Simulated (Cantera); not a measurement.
A Cantera script and what it prints.

```python
import numpy as np
import cantera as ct

gas_names = """
    H HO2 H2 H2O H2O2 Nb NbO NbO2 O OH O2 O3
""".split()
cond_names = """
    H2O(s) H2O(L) Nb(cr) Nb(L) NbO(s) NbO(L) NbO2(I) NbO2(II) NbO2(III) NbO2(L) Nb2O5(s) Nb2O5(L)
""".split()


# ... load() reads the species with a 1 bar reference pressure and builds the phases ...
atoms = {
    'Nb2O5': {'Nb': 2, 'O': 5},
    'H2': {'H': 2},
    'H2O': {'H': 2, 'O': 1},
}
top_T = {}  # K; cautious upper limits of use, not melting points


# ... equilibrate(T, P, feed) seeds the gas with the atoms and calls Mixture.equilibrate('TP', solver="vcs", rtol=1e-11, max_steps=5000) ...
results = []
feed = {'Nb2O5': 1, 'H2': 4.9, 'H2O': 7.2}  # mol
P = 1500  # Pa
for T in [1323, 1373, 1423, 1473, 1523, 1573, 1623, 1673, 1723, 1773, 1823, 1873, 1923]:
    mix = equilibrate(T, P, feed)
    results.append((T, P, feed, dict(zip(mix.species_names, mix.species_moles))))

top = {s: max(r[3][s] / sum(r[3][g] for g in gas_names) for r in results) for s in gas_names}
cols = sorted((s for s in top if top[s] > 0.001), key=lambda s: -top[s])[:9]
seen = [c for c in cond_names if any(r[3].get(c, 0) > 1e-12 for r in results)]
print("log10 of partial pressures in bar; condensed amounts in mol")
print(f"{'T/K':>10s}" + "".join(f"{s[:9]:>10s}" for s in cols + seen))
for T, P, feed, n in results:
    ng = sum(n[g] for g in gas_names)
    print(f"{T:10.4g}" + "".join(f"{np.log10(max(n[s] / ng * P / 1e5, 1e-99)):10.3f}" for s in cols)
          + "".join(f"{n.get(c, 0):10.4g}" for c in seen))
```

Output:

```
log10 of partial pressures in bar; condensed amounts in mol
       T/K       H2O        H2         H  Nb2O5(s)  Nb2O5(L)
      1323    -2.049    -2.217    -6.908         1         0
      1373    -2.049    -2.217    -6.586         1         0
      1423    -2.049    -2.217    -6.286         1         0
      1473    -2.049    -2.217    -6.006         1         0
      1523    -2.049    -2.217    -5.744         1         0
      1573    -2.049    -2.217    -5.499         1         0
      1623    -2.049    -2.217    -5.269         1         0
      1673    -2.050    -2.217    -5.052         1         0
      1723    -2.050    -2.217    -4.848         1         0
      1773    -2.050    -2.218    -4.655         1         0
      1823    -2.050    -2.218    -4.472         0         1
      1873    -2.050    -2.219    -4.300         0    0.9999
      1923    -2.051    -2.220    -4.136         0    0.9998
```

Cantera equilibrium calculation (NASA polynomials, part measured and part estimated; ideal gas, pure solids and liquids). Condensed phases not in the tables: the oxides between NbO2 and Nb2O5.
